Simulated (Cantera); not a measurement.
A perfectly stirred reactor is fed with NO : N2 = 1 : 2.4 (molar parts), at 0.0424 atm; it is held at 1900 K, and followed from long to short residence time.

Detailed kinetics in Cantera: GRI-Mech 3.0 (53 species, 325 reactions). Radical loss at walls, strong at low pressure, is not modelled.

**Question.** What does this change do: N2 2.4 to 1.6 parts?

**Answer.** 
| quantity | before | after |
|---|---|---|
| x(NO) at τ = 2.20 s | 0.278 | 0.359 |
| x(N2) at τ = 2.20 s | 0.714 | 0.628 |
| x(O) at τ = 2.20 s | 0.000170 | 0.000210 |
| x(N2O) at τ = 2.20 s | 3.01e-5 | 4.88e-5 |
| x(O2) at τ = 2.20 s | 0.00773 | 0.0125 |
| x(NO) at τ = 7.80 ms | 0.294 | 0.385 |
| x(N2) at τ = 7.80 ms | 0.706 | 0.615 |
| x(O) at τ = 7.80 ms | 1.74e-5 | 2.79e-5 |
| x(N2O) at τ = 7.80 ms | 1.11e-5 | 1.89e-5 |
| x(O2) at τ = 7.80 ms | 1.92e-6 | 4.43e-6 |

**Question.** What does this change do: NO 1 to 2 parts?

**Answer.** 
```json
[
 {"quantity": "x(NO) at τ = 2.20 s", "before": "0.278", "after": "0.420"},
 {"quantity": "x(N2) at τ = 2.20 s", "before": "0.714", "after": "0.562"},
 {"quantity": "x(O) at τ = 2.20 s", "before": "0.000170", "after": "0.000239"},
 {"quantity": "x(N2O) at τ = 2.20 s", "before": "3.01e-5", "after": "6.57e-5"},
 {"quantity": "x(O2) at τ = 2.20 s", "before": "0.00773", "after": "0.0169"},
 {"quantity": "x(NO) at τ = 7.80 ms", "before": "0.294", "after": "0.454"},
 {"quantity": "x(N2) at τ = 7.80 ms", "before": "0.706", "after": "0.545"},
 {"quantity": "x(O) at τ = 7.80 ms", "before": "1.74e-5", "after": "3.69e-5"},
 {"quantity": "x(N2O) at τ = 7.80 ms", "before": "1.11e-5", "after": "2.63e-5"},
 {"quantity": "x(O2) at τ = 7.80 ms", "before": "1.92e-6", "after": "7.46e-6"}
]
```
